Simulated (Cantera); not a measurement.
What does this Cantera script print?

```python
import numpy as np
import cantera as ct

gas_names = """
    CL CL2 H HCL H2 N NH NH2 NH3 N2 N2H2 N2H4 Si SiCL SiCL2 SiCL3 SiCL4 SiH SiHCL3 SiH2 SiH2CL2 SiH3
    SiH3CL SiH4 SiN Si2 Si2N Si3
""".split()
cond_names = """
    NH4CL(a) NH4CL(b) Si(cr) Si(L) Si3N4(a)
""".split()


# ... load() reads the species with a 1 bar reference pressure and builds the phases ...
atoms = {
    'SiHCl3': {'Si': 1, 'H': 1, 'CL': 3},
    'N2': {'N': 2},
}
top_T = {'Si3N4(a)': 2400}  # K; cautious upper limits of use, not melting points


# ... equilibrate(T, P, feed) seeds the gas with the atoms and calls Mixture.equilibrate('TP', solver="vcs", rtol=1e-11, max_steps=5000) ...
results = []
T = 948  # K
P = 2800  # Pa
for m in [32, 38, 45, 53, 63, 75, 88, 100, 120, 150, 180, 210]:
    feed = {'SiHCl3': 1, 'N2': m}  # mol
    mix = equilibrate(T, P, feed)
    results.append((T, P, feed, dict(zip(mix.species_names, mix.species_moles))))

top = {s: max(r[3][s] / sum(r[3][g] for g in gas_names) for r in results) for s in gas_names}
cols = sorted((s for s in top if top[s] > 0.0001), key=lambda s: -top[s])[:5]
seen = [c for c in cond_names if any(r[3].get(c, 0) > 1e-12 for r in results)]
print("log10 of partial pressures in bar; condensed amounts in mol")
print(f"{'n(N2)':>10s}" + "".join(f"{s[:9]:>10s}" for s in cols + seen))
for T, P, feed, n in results:
    ng = sum(n[g] for g in gas_names)
    print(f"{feed['N2']:10.4g}" + "".join(f"{np.log10(max(n[s] / ng * P / 1e5, 1e-99)):10.3f}" for s in cols)
          + "".join(f"{n.get(c, 0):10.4g}" for c in seen))
```

Output:

```
log10 of partial pressures in bar; condensed amounts in mol
     n(N2)        N2       HCL     SiCL4        H2  Si3N4(a)
        32    -1.573    -3.131    -3.348    -4.278    0.1562
        38    -1.569    -3.200    -3.422    -4.378    0.1569
        45    -1.567    -3.268    -3.495    -4.478    0.1575
        53    -1.565    -3.334    -3.566    -4.576    0.1581
        63    -1.563    -3.404    -3.641    -4.679    0.1586
        75    -1.561    -3.475    -3.717    -4.785    0.1592
        88    -1.560    -3.541    -3.786    -4.882    0.1597
       100    -1.559    -3.594    -3.842    -4.960      0.16
       120    -1.558    -3.669    -3.922    -5.071    0.1605
       150    -1.557    -3.762    -4.019    -5.209    0.1611
       180    -1.556    -3.839    -4.099    -5.322    0.1615
       210    -1.556    -3.903    -4.166    -5.418    0.1618
```

These are equilibrium values from Cantera (NASA tables, ideal gas, pure condensed phases), not measurements of a reactor. N2 is the only nitrogen source here; it is nearly inert below about 1500 K, so the nitride shown seldom forms there in practice.
